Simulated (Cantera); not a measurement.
## Thermodynamics of fluorocarbon and chlorocarbon gases, feed CHF₃ + H₂

Input: 1 mol CHF₃, 3 mol H₂, equilibrated at 1.60 Pa.

Cantera equilibrium calculation (NASA polynomials, part measured and part estimated; ideal gas, pure solids and liquids). Candidate condensed phases: C, C₆H₆, C₇H₈, C₈H₁₈; 110 gas species. Ions and electrons are included (thermal ionisation). Equilibrium is a limit: real reactors are often held back by kinetics, nucleation or transport.

| T (°C) | log p H | log p HF | log p F | log p H₂ | log p C | log p C₃ | n C(graphite) |
|---|---|---|---|---|---|---|---|
| 1727 | -5.48 | -5.07 | -8.55 | -5.39 | -10.52 | -10.56 | 0.998 |
| 1977 | -5.12 | -5.14 | -7.28 | -5.98 | -8.44 | -8.19 | 0.986 |
| 2227 | -5.05 | -5.27 | -6.09 | -6.90 | -6.78 | -6.30 | 0.136 |
| 2477 | -5.01 | -5.75 | -5.50 | -7.68 | -6.07 | -6.71 | 0 |
| 2727 | -5.00 | -6.56 | -5.38 | -8.39 | -5.85 | -8.18 | 0 |
| 2977 | -4.99 | -7.34 | -5.36 | -9.00 | -5.84 | -9.93 | 0 |
| 3227 | -4.99 | -8.03 | -5.36 | -9.53 | -5.84 | -11.47 | 0 |
| 3477 | -4.99 | -8.62 | -5.36 | -9.99 | -5.84 | -12.80 | 0 |
| 3727 | -4.99 | -9.14 | -5.36 | -10.39 | -5.84 | -13.97 | 0 |
| 3977 | -4.99 | -9.60 | -5.36 | -10.75 | -5.84 | -15.01 | 0 |
| 4227 | -4.99 | -10.01 | -5.36 | -11.06 | -5.84 | -15.93 | 0 |
| 4477 | -4.99 | -10.38 | -5.36 | -11.35 | -5.85 | -16.77 | 0 |
| 4727 | -4.99 | -10.72 | -5.36 | -11.60 | -5.86 | <-16 | 0 |
log p: log10 of the partial pressure in bar; n: condensed amount in mol.

From 1727 °C to 2227 °C the condensed part is C(graphite). From 2477 °C to 4727 °C nothing is condensed. The main C-bearing gas is C₂H₂ (acetylene) at 1727 °C and C at 4727 °C.
